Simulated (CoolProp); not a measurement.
Methanol at 293.15 K and 19.4 MPa flows at 1.6 m/s in a round tube of 20 mm bore and 45 µm roughness, fully developed (64/Re and Nu = 3.66 if laminar; Colebrook and Gnielinski if turbulent). Each further row changes one setting.

Model: reference Helmholtz-energy equation of state, de Reuck 1993, in CoolProp.

| case | Reynolds number | Darcy friction factor | pressure drop (Pa/m) | heat-transfer coefficient (W/(m² K)) | mass flow (kg/h) |
|---|---|---|---|---|---|
| as stated | 39700 | 0.0277 | 1430 | 3420 | 1460 |
| velocity 3.2 m/s | 79300 | 0.0261 | 5400 | 6670 | 2920 |
| diameter 40 mm | 79300 | 0.0231 | 597 | 3070 | 5850 |

Viscosity comes from a separate model (Xiang 2006). Thermal conductivity comes from a separate model (Sykioti 2013).
